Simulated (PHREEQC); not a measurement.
PHREEQC input (ion-association model, wateq4f.dat):

```
SOLUTION_MASTER_SPECIES
  An  An-  0  An  62.0  # stands for a non-complexing anion
SOLUTION_SPECIES
  An- = An-
    -log_k 0
    -gamma 3.0 0
  SO4-2 + 10H+ + 8e- = H2S + 4H2O  # shut off: sulfate is not reduced
    -log_k -100
    -delta_h 0
    -analytic -100
PHASES
  Fix_H+
    H+ = H+
    -log_k 0
SOLUTION 1
  temp 25
  units mmol/kgw
  pH 7 charge
  Cl 0.26
  Mn(2) 0.13
  S(6) 0.004
  Ag 0.008
  Na 5
  An 5
END
SELECTED_OUTPUT 1
  -reset false
  -pH true
  -pe true
  -ionic_strength true
  -water true
  -totals Ag Cl Mn Na S Mn(2) Mn(3) Mn(6) Mn(7) S(-2)
    S(6)
  -molalities Hfo_wOH Hfo_wOH2+ Hfo_wO- Hfo_sOH Hfo_sOH2+ Hfo_sO- Hfo_sOMn+ Hfo_wOMn+ Hfo_wSO4- Hfo_wOHSO4-2
    Hfo_sOAg Hfo_wOAg
  -saturation_indices Pyrochroite Cerargyrite Ag2O Ag2SO4 Halite Mirabilite
USER_PUNCH 1
  -headings sigma psi
  10 PUNCH EDL("sigma", "Hfo"), EDL("psi", "Hfo")
PRINT
  -reset false
USE solution 1
SURFACE 1
  Hfo_wOH 0.000764045 600 0.34
  Hfo_sOH 1.91011e-05
EQUILIBRIUM_PHASES 1
  Fix_H+ -4 HAn 10
    -force_equality true
END
# ... the last block is repeated for the other 16 points of pH, with NaOH or the acid as the point needs
```

Selected output (columns that matter, 17 of 17 rows; pH added in front):

```
pH	mu	Ag	Mn	Na	S	m_Hfo_wOH	m_Hfo_wOH2+	si_Pyrochroite	si_Cerargyrite	si_Ag2O	si_Halite	si_Mirabilite	sigma	psi
4	0.0056989	7.991e-06	0.00013	0.005	5.4028e-10	0.00035656	0.00039613	-11.221	0.8415	-15.148	-7.5422	-12.979	0.18541	0.19192
4.5	0.0055702	7.9646e-06	0.00012998	0.005	1.781e-09	0.00044749	0.00029712	-10.219	0.8405	-14.151	-7.5415	-12.457	0.13327	0.17557
5	0.0055027	7.8749e-06	0.00012989	0.005	7.3585e-09	0.00051033	0.00022296	-9.219	0.8359	-13.16	-7.5411	-11.839	0.091721	0.15674
5.5	0.0054601	7.6096e-06	0.00012919	0.005	3.6695e-08	0.00054832	0.00017159	-8.2209	0.8213	-12.19	-7.5407	-11.14	0.060534	0.13574
6	0.0054223	7.0913e-06	0.00012518	0.005	2.0517e-07	0.00056914	0.00013655	-7.2341	0.791	-11.251	-7.5402	-10.392	0.038461	0.11298
6.5	0.0053776	6.9049e-06	0.00011552	0.005	1.0214e-06	0.00057937	0.00011058	-6.2686	0.7797	-10.274	-7.5398	-9.6935	0.023693	0.089284
7	0.0053527	7.2054e-06	0.00010164	0.0050254	2.7848e-06	0.00057709	8.9192e-05	-5.3241	0.7982	-9.2374	-7.5376	-9.2525	0.014035	0.065126
7.5	0.0053245	7.1305e-06	6.4099e-05	0.0051152	3.7203e-06	0.00054424	6.1753e-05	-4.5242	0.7938	-8.2464	-7.5297	-9.1095	0.0081419	0.043488
8	0.0052862	6.3657e-06	1.9613e-05	0.0052151	3.9464e-06	0.00049079	3.9122e-05	-4.0387	0.745	-7.3452	-7.5206	-9.0648	0.0039435	0.022981
8.5	0.0052771	4.6674e-06	2.953e-06	0.0052616	3.9927e-06	0.00046303	3.095e-05	-3.8629	0.6108	-6.6154	-7.5158	-9.0512	-0.00034401	-0.0020735
9	0.0052877	2.5358e-06	3.4358e-07	0.0052865	3.9991e-06	0.00045181	2.7778e-05	-3.8032	0.3464	-6.1464	-7.5128	-9.0465	-0.0051722	-0.029504
9.5	0.005318	1.0544e-06	4.0194e-08	0.0053255	3.9999e-06	0.00044193	2.4956e-05	-3.7539	-0.0349	-5.9104	-7.509	-9.0406	-0.011532	-0.056898
10	0.0054023	3.8091e-07	5.3135e-09	0.0054204	4e-06	0.00042818	2.1448e-05	-3.6873	-0.4792	-5.799	-7.5015	-9.0268	-0.021002	-0.083396
10.5	0.0056529	1.3345e-07	9.2469e-10	0.0056867	4e-06	0.00040573	1.6946e-05	-3.5847	-0.9419	-5.7232	-7.4819	-8.9897	-0.035763	-0.10831
11	0.0064255	4.9654e-08	2.5442e-10	0.0064844	4e-06	0.0003666	1.1532e-05	-3.4175	-1.3951	-5.6255	-7.429	-8.8889	-0.059354	-0.1306
11.5	0.0088727	2.3368e-08	1.3165e-10	0.0089729	4e-06	0.00029544	5.8154e-06	-3.1202	-1.8057	-5.4351	-7.2994	-8.6434	-0.098415	-0.14813
12	0.016865	2.3332e-08	2.2672e-10	0.01703	4e-06	0.00017524	1.5021e-06	-2.5325	-2.0931	-4.9815	-7.0485	-8.1755	-0.15936	-0.15635
```

Along this series the solution becomes supersaturated in solids that the run did not let form, among them Cerargyrite. Complexes and solids missing from the database can't appear.
